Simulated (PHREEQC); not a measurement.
Buffer

A solution holds 0.055 mol NH4Cl, 0.017 mol K2HPO4 and 0.00042 mol KCl per kg of water, at 25 °C. Closed to the air; pH follows from the charge balance.

Model: ion-association model, phreeqc.dat, run in PHREEQC.

The pH is 7.86. The ionic strength comes out as 0.102 mol/kgw and the specific conductance is 10000 µS/cm. The density is 1.000 g/cm³ and the total alkalinity is 17.0 meq/kg.

```
species  molality  activity   log γ
-------  --------  --------  ------
Cl-        0.0554    0.0424  -0.116
NH4+       0.0534    0.0397  -0.129
K+         0.0341    0.0260  -0.118
HPO4-2     0.0150   0.00561  -0.428
H2PO4-    0.00159   0.00125  -0.104
NH3       0.00159   0.00163   0.010
KHPO4-   0.000361  0.000284  -0.104
PO4-3     1.98e-6   1.82e-7  -1.034
```

Precipitation was switched off in this run. Species that the database lacks are ignored.
